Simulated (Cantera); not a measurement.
## Reactions in the system N-O-V

Source: NASA polynomial tables (part measured, part estimated), evaluated in Cantera. Values are per mole of reaction as written; species without (g) are pure solids or liquids, kept so even where they would boil at 1 bar. VN: taken at fixed stoichiometry.

V₂O₄ + 6 N(g) = 2 VN + 4 NO(g)

```
T (K)  ΔH° (kJ)  ΔS° (J/K)  ΔG° (kJ)  log10 K
-----  --------  ---------  --------  -------
1998    -1675.4     -282.7   -1110.6    29.03
2048    -1678.5     -284.2   -1096.4    27.96
2098    -1681.6     -285.7   -1082.2    26.94
2148    -1684.6     -287.1   -1067.8    25.97
2198    -1687.5     -288.5   -1053.5    25.03
```
